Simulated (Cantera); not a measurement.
# Si + NF₃ + H₂ (silicon etching in halogen gases)

Input: 1 mol Si, 0.95 mol NF₃, 8.3 mol H₂, equilibrated at 1550 K and 203 Torr.

Method: chemical equilibrium by Gibbs-energy minimisation in Cantera with the NASA 1993 tables (ideal gas, pure condensed phases). Candidate condensed phases: Si, Si₃N₄; 37 gas species. The tables' values for SiF₃, SiF₂ are old estimates; treat these amounts as uncertain. Equilibrium is a limit: real reactors are often held back by kinetics, nucleation or transport.

```
Quantity                               Value
--------------------------------  ----------
x(H₂)                                  0.882
x(SiF₄)                               0.0622
x(N₂)                                 0.0322
x(SiF₃)                               0.0102
x(HF)                                0.00682
x(SiHF₃)                             0.00559
x(SiF₂)                             0.000867
x(SiH₂F₂)                           0.000227
x(H)                                 5.69e-5
n(Si₃N₄(s))                       0.0872 mol
gas amount                         9.343 mol
log10 activity of Si(s) (absent)       -1.23
```
